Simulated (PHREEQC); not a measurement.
Dissolve 15 mmol/kgw KOH, 0.00046 mmol/kgw H4SiO4 and 3.8 mmol/kgw (CH3)4NCl at 25 °C. Closed to the air; pH follows from the charge balance.

The numbers come from PHREEQC with the ion-association model, wateq4f.dat.

```
Item                      Result
----------------  --------------
pH                         12.12
ionic strength    0.0188 mol/kgw
total alkalinity     15.0 meq/kg
```

```csv
species,molality,activity,log γ
OH-,0.0150,0.0131,-0.060
K+,0.0150,0.0131,-0.060
Cl-,0.00380,0.00331,-0.060
(CH3)4N+,0.00380,0.00331,-0.059
H3SiO4-,4.06e-7,3.54e-7,-0.059
H2SiO4-2,5.27e-8,3.14e-8,-0.225
H4SiO4,1.83e-9,1.84e-9,0.002
```

No solid was allowed to form. Species that the database lacks are ignored. (CH3)4N+ isn't in the database: it is added as a free cation with an ion size of 4 Å.
